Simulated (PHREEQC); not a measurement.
Make-up at 48 °C: 0.03 mol KH2PO4, 0.047 mol NH3 and 0.21 mol NaCl per kg of water. Closed to the air; pH follows from the charge balance.

The numbers come from PHREEQC with the ion-association model, phreeqc.dat.

```tsv
quantity	before	after
pH	8.58	8.42
ionic strength (mol/kgw)	0.293	0.297
NH4+ (mol/kgw)	0.0297	0.0337
HPO4-2 (mol/kgw)	0.0266	0.0265
NH3 (mol/kgw)	0.0173	0.0133
KHPO4- (mol/kgw)	0.000357	0.000354
```

Task: Name the change that produced these shifts.
(A) 0.0066 mol/kgw H3PO4 added
(B) NaCl from 0.21 to 2.1 mol/kgw
(C) NaCl left out
(D) 0.0041 mol/kgw HF added
(E) NH3 from 0.047 to 0.47 mol/kgw

Result: D, 0.0041 mol/kgw HF added

Precipitation was switched off in this run. Away from 25 °C the constants follow the database's enthalpies or fits; those with neither stay at their 25 °C values.
